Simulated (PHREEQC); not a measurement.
A solution holds 0.14 mol HF, 0.043 mol NaF, 1.4e-06 mol H4SiO4 and 3.4e-05 mol H3PO4 per kg of water, at 20 °C. Closed to the air; pH follows from the charge balance.

The numbers come from PHREEQC with the ion-association model, wateq4f.dat.

```json
[
 {"quantity": "pH", "before": "2.66", "after": "2.73"},
 {"quantity": "ionic strength (mol/kgw)", "before": "0.0450", "after": "0.0106"},
 {"quantity": "HF (mol/kgw)", "before": "0.0833", "after": "0.0221"},
 {"quantity": "F- (mol/kgw)", "before": "0.0343", "after": "0.00978"},
 {"quantity": "H2F2 (mol/kgw)", "before": "0.0218", "after": "0.00153"},
 {"quantity": "HF2- (mol/kgw)", "before": "0.0106", "after": "0.000798"},
 {"quantity": "SI of Quartz (SiO2)", "before": "-12.55", "after": "-9.78"}
]
```

### Question
What was changed between the two runs?
(A) 0.064 mol/kgw HNO3 added
(B) H4SiO4 replaced by Na2SiF6 at the same molality
(C) HF left out
(D) diluted 5-fold with water
(E) HF replaced by NaBF4 at the same molality

### Answer
D, diluted 5-fold with water

Precipitation was switched off in this run. wateq4f.dat counts part of the HF as a dimer, H2F2, which phreeqc.dat doesn't know; its constant is uncertain. H3PO4, which wateq4f.dat lacks, is added to it with the constant of phreeqc.dat. SiF6-2 is the database's only silicon fluoride.
